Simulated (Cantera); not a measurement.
An isothermal, constant-pressure homogeneous reactor starts with C₂H₆ : N₂ = 1 : 5.2 (molar parts), at 1475 K and 0.285 Torr. Integrator tolerance rtol = 1e-08.

Computed with Cantera and GRI-Mech 3.0 (53 species, 325 reactions). GRI-Mech 3.0 stops at C3 and has no aromatics, soot or wall deposition, so with more carbon than oxygen in the feed, carbon stays in small species such as C2H2 where larger ones or solid carbon would form. Radical loss at walls, strong at low pressure, is not modelled.

What does this change do: temperature 1475 to 1248 K?


```tsv
quantity	before	after
x(C₂H₆) at 50.0 s	2.33e-6 (gas-phase equilibrium 2.36e-12)	5.39e-6 (gas-phase equilibrium 3.51e-10)
x(H₂) at 50.0 s	0.190 (gas-phase equilibrium 0.244)	0.131 (gas-phase equilibrium 0.243)
x(C₂H₄) at 50.0 s	0.000341 (gas-phase equilibrium 2.43e-6)	0.0431 (gas-phase equilibrium 4.35e-5)
x(HCN) at 50.0 s	7.52e-7 (gas-phase equilibrium 0.0994)	1.21e-8 (gas-phase equilibrium 0.0828)
x(CH₄) at 50.0 s	0.0421 (gas-phase equilibrium 1.37e-5)	0.0637 (gas-phase equilibrium 0.000289)
x(C₂H) at 50.0 s	6.50e-8 (gas-phase equilibrium 1.58e-7)	3.62e-10 (gas-phase equilibrium 1.12e-9)
```

What does this change do: pressure from 0.285 Torr to 38.3 Torr?


```json
[
 {"quantity": "x(C₂H₆) at 50.0 s", "before": "2.33e-6 (gas-phase equilibrium 2.36e-12)", "after": "5.08e-7 (gas-phase equilibrium 4.13e-8)"},
 {"quantity": "x(H₂) at 50.0 s", "before": "0.190 (gas-phase equilibrium 0.244)", "after": "0.232 (gas-phase equilibrium 0.241)"},
 {"quantity": "x(C₂H₄) at 50.0 s", "before": "0.000341 (gas-phase equilibrium 2.43e-6)", "after": "0.000515 (gas-phase equilibrium 0.000320)"},
 {"quantity": "x(HCN) at 50.0 s", "before": "7.52e-7 (gas-phase equilibrium 0.0994)", "after": "1.55e-7 (gas-phase equilibrium 0.0990)"},
 {"quantity": "x(CH₄) at 50.0 s", "before": "0.0421 (gas-phase equilibrium 1.37e-5)", "after": "0.00907 (gas-phase equilibrium 0.00180)"},
 {"quantity": "x(C₂H) at 50.0 s", "before": "6.50e-8 (gas-phase equilibrium 1.58e-7)", "after": "2.06e-8 (gas-phase equilibrium 1.35e-8)"}
]
```
